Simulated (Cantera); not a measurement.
# Boron, boron nitride and boron oxide: BF3 + O2

Input: 1 mol BF3, 0.067 mol O2, at 8.25 Torr.

Cantera equilibrium calculation (NASA polynomials, part measured and part estimated; ideal gas, pure solids and liquids). Candidate condensed phases: B, B2O3; 21 gas species. The tables' values for BF2 are old estimates; treat these amounts as uncertain. The numbers say what is thermodynamically allowed, not how fast it happens.

```tsv
T (K)	x BF3	x F	x BOF	x O2	x O	x BF2
1148	0.937	6.23e-7	2.29e-7	0.0628	1.90e-8	<1e-12
1248	0.937	4.22e-6	1.80e-6	0.0628	1.59e-7	1.98e-11
1348	0.937	2.20e-5	1.01e-5	0.0628	9.75e-7	3.39e-10
1448	0.937	9.18e-5	4.36e-5	0.0628	4.66e-6	3.89e-9
1548	0.937	0.000321	0.000155	0.0627	1.82e-5	3.23e-8
1648	0.936	0.000964	0.000471	0.0625	6.03e-5	2.07e-7
1748	0.934	0.00255	0.00126	0.0619	0.000174	1.07e-6
1848	0.930	0.00608	0.00300	0.0607	0.000445	4.62e-6
1948	0.921	0.0132	0.00652	0.0583	0.00102	1.71e-5
2048	0.905	0.0262	0.0130	0.0539	0.00212	5.59e-5
2148	0.877	0.0481	0.0238	0.0464	0.00396	0.000164
2248	0.836	0.0812	0.0402	0.0352	0.00652	0.000440
2348	0.782	0.125	0.0616	0.0211	0.00905	0.00111
2448	0.727	0.169	0.0831	0.00798	0.00950	0.00282
```
x: gas mole fraction; nothing condenses.

From 1148 K to 2448 K nothing is condensed. The main B-bearing gas is BF3 throughout.
